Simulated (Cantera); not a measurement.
Standard-state values (1 bar) from the NASA 1993 polynomials, evaluated with Cantera. Values are per mole of reaction as written; species without (g) are pure solids or liquids, kept so even where they would boil at 1 bar.

Between 1200 and 3000 K, where is each reaction favourable under standard conditions?
- H2O2(g) + 2 NbO2 ⇌ Nb2O5 + H2O(g)


- H2O2(g) + 2 NbO2 ⇌ Nb2O5 + H2O(g): ΔG° is -394 kJ at 1200 K and -354 kJ at 3000 K; it stays negative (K > 1). ΔH° is -466 kJ and ΔS° -38 J/K at 3000 K.
